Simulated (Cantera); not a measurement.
Feed: 1 mol SiH2Cl2, 0.24 mol NO, 4.4 mol N2, 1.8 mol O2, equilibrated at 10.0 mbar.

Method: chemical equilibrium by Gibbs-energy minimisation in Cantera with the NASA 1993 tables (ideal gas, pure condensed phases). Candidate condensed phases: H2O, NH4Cl, Si, SiO2, Si2N2O, Si3N4; 47 gas species. The tables hold silica as quartz up to 1696 K and as liquid above; real silica turns to tridymite and cristobalite and melts near 1996 K. Equilibrium is a limit: real reactors are often held back by kinetics, nucleation or transport.

Q: At 1575 °C, list the 4 most abundant gas species with their mole fractions, and the condensed phases.

A: N2 0.594, HCl 0.187, O2 0.1000, Cl 0.0759. Condensed: SiO2(condensed).
